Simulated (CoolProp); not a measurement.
A single-stage vapour-compression cycle with the fluid: evaporating at 228.15 K (dew point), condensing at 289.15 K (bubble point), superheat 0 K, subcooling 5 K, compressor efficiency 0.8, no pressure losses. The same conditions are run with several fluids, on thermodynamics alone (safety and materials aside).

The numbers come from the reference Helmholtz-energy equation of state of each fluid (CH2F2 (R32): Tillner-Roth 1997; nitrous oxide: Lemmon 2006; fluoroethane (R161): Wu 2012; sulfur dioxide: Gao 2016; R410A: Lemmon 2003; C3F8 (R218): Lemmon 2006) in CoolProp. Blends and air are pseudo-pure fits.

```json
[
 {"fluid": "CH2F2 (R32)", "cooling COP": "[?]", "pressure ratio": "9.37", "discharge temperature (K)": "380.7", "refrigerating effect (kJ/kg)": "280", "volumetric capacity (kJ/m³)": "1140"},
 {"fluid": "nitrous oxide", "cooling COP": "2.00", "pressure ratio": "5.89", "discharge temperature (K)": "365.2", "refrigerating effect (kJ/kg)": "205", "volumetric capacity (kJ/m³)": "4190"},
 {"fluid": "fluoroethane (R161)", "cooling COP": "2.42", "pressure ratio": "10.1", "discharge temperature (K)": "345.8", "refrigerating effect (kJ/kg)": "318", "volumetric capacity (kJ/m³)": "587"},
 {"fluid": "sulfur dioxide", "cooling COP": "2.35", "pressure ratio": "18.0", "discharge temperature (K)": "[?]", "refrigerating effect (kJ/kg)": "343", "volumetric capacity (kJ/m³)": "186"},
 {"fluid": "R410A", "cooling COP": "2.31", "pressure ratio": "9.34", "discharge temperature (K)": "342.1", "refrigerating effect (kJ/kg)": "186", "volumetric capacity (kJ/m³)": "[?]"},
 {"fluid": "C3F8 (R218)", "cooling COP": "1.86", "pressure ratio": "9.82", "discharge temperature (K)": "289.2", "refrigerating effect (kJ/kg)": "50.5", "volumetric capacity (kJ/m³)": "359"}
]
```

**Question.** Complete the blanks.

**Answer.** 
- CH2F2 (R32), cooling COP: 2.32
- sulfur dioxide, discharge temperature (K): 456.1
- R410A, volumetric capacity (kJ/m³): 1040

The compression ends wet for: C3F8 (R218).
